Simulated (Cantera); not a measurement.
What does this Cantera script print?

```python
import numpy as np
import cantera as ct

gas = ct.Solution("gri30.yaml")
gas.TPX = 1250, 1000000, {'CH4': 1, 'O2': 2.3, 'N2': 8.64, 'CO2': 1.1}
reactor = ct.IdealGasReactor(gas, energy="on", clone=False)
net = ct.ReactorNet([reactor])
net.rtol, net.atol = 1e-08, 1e-16
show = ['CH4', 'O2', 'CO2', 'N2O', 'C2H4', 'H']
times = np.geomspace(7e-06, 1, 13)

steps = ct.SolutionArray(gas, extra=["t"])
rows = []
print(f"{'t/s':>10s}{'T/K':>9s}{'P/Pa':>11s}" + "".join(f"{s:>11s}" for s in show))
for t in times:
    while net.time < t:
        t_next = net.step()
        steps.append(gas.state, t=t_next)
    rows.append([np.interp(t, steps.t, y) for y in (steps.T, steps.P, *steps(*show).X.T)])
    print(f"{t:10.3e}{rows[-1][0]:9.1f}{rows[-1][1]:11.4g}" + "".join(f"{x:11.3e}" for x in rows[-1][2:]))
rate = np.gradient(steps.T, steps.t)
print("integrator steps:", len(steps.t))
if steps.T.max() > steps.T[0] + 200:
    print(f"time of steepest temperature rise: {steps.t[rate.argmax()]:.4e} s")
gas.TPX = 1250, 1000000, {'CH4': 1, 'O2': 2.3, 'N2': 8.64, 'CO2': 1.1}
gas.equilibrate("UV")
print(f"equilibrium (UV): T = {gas.T:.1f} K  " + "  ".join(f"{s} {gas[s].X[0]:.3e}" for s in show))
```

Output:

```
       t/s      T/K       P/Pa        CH4         O2        CO2        N2O       C2H4          H
 7.000e-06   1250.0      1e+06  7.669e-02  1.764e-01  8.436e-02  7.062e-14  5.122e-13  3.617e-11
 1.882e-05   1250.0      1e+06  7.669e-02  1.764e-01  8.436e-02  4.733e-13  1.269e-11  9.007e-11
 5.061e-05   1250.0      1e+06  7.669e-02  1.764e-01  8.436e-02  3.165e-12  4.056e-10  3.382e-10
 1.361e-04   1250.0      1e+06  7.668e-02  1.764e-01  8.436e-02  1.966e-11  1.871e-08  1.701e-09
 3.659e-04   1250.4      1e+06  7.661e-02  1.763e-01  8.436e-02  9.978e-11  3.684e-07  4.326e-09
 9.840e-04   1252.5  1.002e+06  7.625e-02  1.761e-01  8.436e-02  5.314e-10  3.785e-06  1.339e-08
 2.646e-03   2785.7  2.268e+06  3.425e-15  3.169e-02  1.353e-01  2.658e-06  6.210e-23  9.677e-04
 7.114e-03   2765.7  2.251e+06  3.642e-15  2.697e-02  1.354e-01  2.741e-06  6.402e-23  9.081e-04
 1.913e-02   2765.7  2.251e+06  3.642e-15  2.697e-02  1.354e-01  2.741e-06  6.402e-23  9.081e-04
 5.144e-02   2765.7  2.251e+06  3.642e-15  2.697e-02  1.354e-01  2.741e-06  6.402e-23  9.081e-04
 1.383e-01   2765.7  2.251e+06  3.642e-15  2.697e-02  1.354e-01  2.741e-06  6.402e-23  9.081e-04
 3.719e-01   2765.7  2.251e+06  3.642e-15  2.697e-02  1.354e-01  2.741e-06  6.402e-23  9.081e-04
 1.000e+00   2765.7  2.251e+06  3.642e-15  2.697e-02  1.354e-01  2.741e-06  6.402e-23  9.081e-04
integrator steps: 2266
time of steepest temperature rise: 2.6125e-03 s
equilibrium (UV): T = 2765.7 K  CH4 4.719e-15  O2 2.697e-02  CO2 1.354e-01  N2O 2.741e-06  C2H4 7.188e-23  H 9.081e-04
```

Computed with Cantera and GRI-Mech 3.0 (53 species, 325 reactions).
